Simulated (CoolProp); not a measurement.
Vapour-liquid equilibrium of R113 (1) + acetone (2) at 302.3 K; x and y are mole fractions of (1).

The numbers come from the multi-fluid Helmholtz-energy mixture model, Marx 1992 and Lemmon 2006; pair parameters Bell 2016 in CoolProp.

```
x      bubble pressure (bar)  y at the bubble point  dew pressure at overall composition x (bar)  liquid density (mol/L)
-----  ---------------------  ---------------------  -------------------------------------------  ----------------------
0.05                  0.4131                  0.153                                       0.3807                   13.04
0.125                 0.4674                  0.299                                       0.4040                   12.48
0.2                   0.5069                  0.394                                       0.4296                   11.97
0.275                 0.5356                  0.462                                       0.4578                   11.49
0.35                  0.5562                  0.513                                       0.4882                   11.04
0.425                 0.5709                  0.556                                       0.5200                   10.63
0.5                   0.5811                  0.593                                       0.5511                   10.25
0.575                 0.5877                  0.628                                       0.5766                   9.890
0.65                  0.5909                  0.665                                       0.5900                   9.558
0.725                 0.5906                  0.706                                       0.5891                   9.249
0.8                   0.5854                  0.755                                       0.5776                   8.962
0.875                 0.5733                  0.820                                       0.5603                   8.694
0.95                  0.5505                  0.912                                       0.5403                   8.445
```

y crosses x between x = 0.65 and 0.725: the model has an azeotrope there.

The pair parameters rest on a limited set of measurements; away from them the model extrapolates.
